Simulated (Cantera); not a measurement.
Charge: 1 mol Ti(OiPr)₄, 4.5 mol CH₄, at 1075 °C and 75.0 Torr.

Cantera equilibrium calculation (NASA polynomials, part measured and part estimated; ideal gas, pure solids and liquids). Candidate condensed phases: C, C₆H₆, C₇H₈, C₈H₁₈, H₂O, Ti, TiC, TiO, TiO₂, Ti₂O₃, Ti₃O₅, Ti₄O₇; 113 gas species. The feed counts by its element totals alone. TiC: taken at fixed stoichiometry. The numbers say what is thermodynamically allowed, not how fast it happens.

Base state: H₂ 0.851, CO 0.148, CH₄ 0.000423, H₂O 7.36e-5 (mole fractions); condensed: C(graphite) + TiC(s).

Question: What changes in the equilibrium state with this change: temperature from 1075 °C to 1627 °C?

Answer: 
```json
[
 {"species": "H₂", "before": "0.851", "after": "0.849"},
 {"species": "CO", "before": "0.148", "after": "0.148"},
 {"species": "H", "before": "6.75e-6", "after": "0.00231"},
 {"species": "CH₄", "before": "0.000423", "after": "4.05e-5"},
 {"species": "C₂H₂ (acetylene)", "before": "1.02e-6", "after": "0.000324"},
 {"species": "H₂O", "before": "7.36e-5", "after": "2.24e-6"},
 {"species": "C(graphite), mol", "before": "11.5", "after": "11.5"},
 {"species": "TiC(s), mol", "before": "1.00", "after": "1.00"}
]
```
